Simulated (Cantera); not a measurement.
A perfectly stirred reactor is fed with CH₄ : O₂ : N₂ = 0.0061 : 0.03 : 1 (molar parts), equivalence ratio 0.41, at 1000000 Pa; it is held at 1050 K, and followed from long to short residence time.

Cantera simulation using GRI-Mech 3.0 (53 species, 325 reactions); the numbers are that mechanism's predictions, not measurements.

One state of this run: x CH₄ = 0.00110; x O₂ = 0.0208; x CH₃ = 7.87e-7; x CO₂ = 0.00225; x H₂ = 0.000109; x N₂O = 5.41e-8; x C₂H₂ = 3.37e-7. x: mole fraction; the columns are a selection and need not sum to one.

**Question.** Which value of τ (s) does it belong to?
A) 0.0094
B) 0.0022
C) 0.71
D) 0.17

**Answer.** D, 0.17
